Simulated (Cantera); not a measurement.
Charge: 1 mol Si, 0.019 mol CO2, 290 mol N2, equilibrated at 1 atm.

Method: chemical equilibrium by Gibbs-energy minimisation in Cantera with the NASA 1993 tables (ideal gas, pure condensed phases). Candidate condensed phases: C, Si, SiC, SiO2, Si2N2O, Si3N4; 34 gas species. N2 is the only nitrogen source here; it is nearly inert below about 1500 K, so the nitride shown seldom forms there in practice. Mutual solubility and eutectic melting of coexisting phases are not modelled. Rates play no part.

### Question
What share of the Si ends up in condensed phases as a function of T (K), at 1400, 1475, 1550, 1625, 1700, 1775, 1850, 1925, 2000, 2075, 2150?

### Answer
```
T (K)  Si condensed (%)                    as
-----  ----------------  --------------------
1400              100.0  Si2N2O(s) + Si3N4(s)
1475              100.0  Si2N2O(s) + Si3N4(s)
1550              100.0  Si2N2O(s) + Si3N4(s)
1625              100.0  Si2N2O(s) + Si3N4(s)
1700               99.8  Si2N2O(s) + Si3N4(s)
1775               98.9  Si2N2O(s) + Si3N4(s)
1850               98.1              Si3N4(s)
1925               98.0              Si3N4(s)
2000               97.5              Si3N4(s)
2075               95.5              Si3N4(s)
2150               86.4        Si(l) + SiC(s)
```
